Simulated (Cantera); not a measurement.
Charge: 1 mol Na₂CO₃, 0.42 mol H₂O, equilibrated at 10.0 mbar.

Cantera equilibrium calculation (NASA polynomials, part measured and part estimated; ideal gas, pure solids and liquids). Candidate condensed phases: C, C₆H₆, C₇H₈, C₈H₁₈, H₂O, Na, NaOH, NaO₂, Na₂CO₃, Na₂O, Na₂O₂; 117 gas species. Rates play no part.

Task: What share of the Na ends up in condensed phases as a function of T (K), at 1500, 1550, 1600, 1650, 1700, 1750, 1800?

Result: 
| T (K) | Na condensed (%) | as |
|---|---|---|
| 1500 | 61.2 | Na₂CO₃(l) |
| 1550 | 17.6 | Na₂CO₃(l) |
| 1600 | 0.0 | - |
| 1650 | 0.0 | - |
| 1700 | 0.0 | - |
| 1750 | 0.0 | - |
| 1800 | 0.0 | - |
